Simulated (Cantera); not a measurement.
A Cantera script and what it prints.

```python
import numpy as np
import cantera as ct

gas_names = """
    N NO NO2 NO3 N2 N2O O O2 O3 S SN SO SO2 SO3 S2 S2O S8
""".split()
cond_names = """
    S(cr1) S(cr2) S(L)
""".split()


# ... load() reads the species with a 1 bar reference pressure and builds the phases ...
atoms = {
    'N2O': {'N': 2, 'O': 1},
    'SO2': {'S': 1, 'O': 2},
    'O2': {'O': 2},
}
top_T = {}  # K; cautious upper limits of use, not melting points


# ... equilibrate(T, P, feed) seeds the gas with the atoms and calls Mixture.equilibrate('TP', solver="vcs", rtol=1e-11, max_steps=5000) ...
results = []
feed = {'N2O': 1, 'SO2': 0.68, 'O2': 0.07}  # mol
P = 100000  # Pa
for T in [673, 748, 823, 898, 973, 1048, 1123, 1198, 1273]:
    mix = equilibrate(T, P, feed)
    results.append((T, P, feed, dict(zip(mix.species_names, mix.species_moles))))

top = {s: max(r[3][s] / sum(r[3][g] for g in gas_names) for r in results) for s in gas_names}
cols = sorted((s for s in top if top[s] > 0.001), key=lambda s: -top[s])[:8]
seen = [c for c in cond_names if any(r[3].get(c, 0) > 1e-12 for r in results)]
print("log10 of partial pressures in bar; condensed amounts in mol")
print(f"{'T/K':>10s}" + "".join(f"{s[:9]:>10s}" for s in cols + seen))
for T, P, feed, n in results:
    ng = sum(n[g] for g in gas_names)
    print(f"{T:10.4g}" + "".join(f"{np.log10(max(n[s] / ng * P / 1e5, 1e-99)):10.3f}" for s in cols)
          + "".join(f"{n.get(c, 0):10.4g}" for c in seen))
```

Output:

```
log10 of partial pressures in bar; condensed amounts in mol
       T/K        N2       SO3       SO2        O2
       673    -0.281    -0.451    -2.745    -0.916
       748    -0.283    -0.463    -1.996    -0.904
       823    -0.289    -0.505    -1.431    -0.864
       898    -0.301    -0.603    -1.043    -0.795
       973    -0.317    -0.767    -0.804    -0.722
      1048    -0.330    -0.981    -0.670    -0.669
      1123    -0.339    -1.219    -0.600    -0.637
      1198    -0.345    -1.457    -0.564    -0.619
      1273    -0.348    -1.682    -0.546    -0.610
```

Method: chemical equilibrium by Gibbs-energy minimisation in Cantera with the NASA 1993 tables (ideal gas, pure condensed phases).
